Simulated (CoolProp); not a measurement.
Properties of the fluoroketone C6F12O (FK-5-1-12) along the isobar 0.83 MPa (Tc = 441.8 K, pc = 1.869 MPa, ω = 0.471).

Values from CoolProp's reference Helmholtz-energy equation of state, McLinden 2015.

```tsv
T (K)	phase	density (kg/m³)	cv (kJ/(kg K))	isothermal compressibility (1/MPa)	expansivity (1/kK)	fugacity coefficient
394.3	liquid	1242	0.9745	0.02243	4.469	…
401.8	gas	109.6	0.9717	1.904	8.400	0.7830
409.4	gas	103.4	0.9758	1.765	7.070	0.7984
416.9	gas	98.43	0.9801	1.672	6.171	0.8121
424.5	gas	94.17	0.9848	1.603	…	0.8247
432	gas	90.54	0.9898	…	4.996	0.8360
439.6	gas	87.31	0.9953	1.509	4.589	0.8465
447.1	gas	84.46	1.001	1.475	4.262	0.8560
454.7	gas	…	1.007	1.447	3.986	0.8648
462.2	gas	79.52	1.013	1.423	3.754	0.8729
469.8	gas	77.34	1.020	1.403	3.553	0.8805
477.3	gas	75.36	1.027	1.385	3.380	0.8875
484.9	gas	73.49	1.034	1.370	3.225	0.8940
492.4	gas	71.77	1.040	…	3.090	0.9001
500	gas	70.14	1.047	…	2.967	0.9058
```

### Question
Complete the blanks.

### Answer

- 394.3, fugacity coefficient: 0.7045
- 424.5, expansivity (1/kK): 5.502
- 432, isothermal compressibility (1/MPa): 1.550
- 454.7, density (kg/m³): 81.86
- 492.4, isothermal compressibility (1/MPa): 1.356
- 500, isothermal compressibility (1/MPa): 1.344
